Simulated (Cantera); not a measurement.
A perfectly stirred reactor is fed with CH4 : N2 = 1 : 3 (molar parts), at 0.195 Torr; it is held at 1975 K, and followed from long to short residence time.

Model: GRI-Mech 3.0 (53 species, 325 reactions), integrated in Cantera. GRI-Mech 3.0 stops at C3 and has no aromatics, soot or wall deposition, so with more carbon than oxygen in the feed, carbon stays in small species such as C2H2 where larger ones or solid carbon would form. Radical loss at walls, strong at low pressure, is not modelled.

**Question.** Predict: x(CH4) at τ = 0.720 s; x(C2H4) at τ = 0.720 s; x(C2H6) at τ = 0.720 s; x(C2H) at τ = 0.720 s; x(HCN) at τ = 0.720 s; x(CH4) at τ = 10.0 ms; x(C2H4) at τ = 10.0 ms; x(C2H6) at τ = 10.0 ms.

**Answer.** 
```json
{
 "x(CH4) at τ = 0.720 s": "0.106",
 "x(C2H4) at τ = 0.720 s": "0.00413",
 "x(C2H6) at τ = 0.720 s": "1.02e-5",
 "x(C2H) at τ = 0.720 s": "3.51e-6",
 "x(HCN) at τ = 0.720 s": "3.34e-6",
 "x(CH4) at τ = 10.0 ms": "0.249",
 "x(C2H4) at τ = 10.0 ms": "6.42e-6",
 "x(C2H6) at τ = 10.0 ms": "2.13e-8"
}
```
